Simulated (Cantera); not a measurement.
Cantera run:

```python
import numpy as np
import cantera as ct

gas_names = [...]  # 115 gases of nasa_gas.yaml made of C, Ca, H, O
cond_names = """
    C(gr) C6H6(L) C7H8(L) C8H18(L),n-octa Ca(a) Ca(b) Ca(L) CaCO3(caL) CaO(s) CaO(L) CaO2H2(s) H2O(s)
    H2O(L)
""".split()


# ... load() reads the species with a 1 bar reference pressure and builds the phases ...
atoms = {
    'Ca(OH)2': {'Ca': 1, 'O': 2, 'H': 2},
    'C': {'C': 1},
    'H2O': {'H': 2, 'O': 1},
}
top_T = {'C(gr)': 4500}  # K; cautious upper limits of use, not melting points


# ... equilibrate(T, P, feed) seeds the gas with the atoms and calls Mixture.equilibrate('TP', solver="vcs", rtol=1e-11, max_steps=5000) ...
results = []
feed = {'Ca(OH)2': 1, 'C': 0.048, 'H2O': 3.7}  # mol
T = 1275  # K
P = 35000  # Pa
mix = equilibrate(T, P, feed)
results.append((T, P, feed, dict(zip(mix.species_names, mix.species_moles))))
print(gas.report(threshold=0.001))
for i in range(1, mix.n_phases):
    print(f"{mix.phase(i).name:16s} {mix.phase_moles(i):12.5e} mol")
```

Result:

```
       temperature   1275 K
          pressure   35000 Pa
           density   0.059278 kg/m^3
  mean mol. weight   17.954 kg/kmol
   phase of matter   gas

                          1 kg             1 kmol
                     ---------------   ---------------
          enthalpy       -1.1176e+07       -2.0066e+08  J
   internal energy       -1.1767e+07       -2.1126e+08  J
           entropy             14048        2.5222e+05  J/K
    Gibbs function       -2.9087e+07       -5.2224e+08  J
 heat capacity c_p            2489.5             44697  J/K
 heat capacity c_v            2026.4             36383  J/K

                      mass frac. Y      mole frac. X     chem. pot. / RT
                     ---------------   ---------------   ---------------
               CO2          0.023963         0.0097762           -72.216
                H2         0.0022329          0.019886            -23.11
               H2O           0.97328              0.97            -49.57
     [ +112 minor]        0.00052016        0.00033361

C(gr)             0.00000e+00 mol
Ca(L)             0.00000e+00 mol
CaO(s)            1.00000e+00 mol
```

Method: chemical equilibrium by Gibbs-energy minimisation in Cantera with the NASA 1993 tables (ideal gas, pure condensed phases).
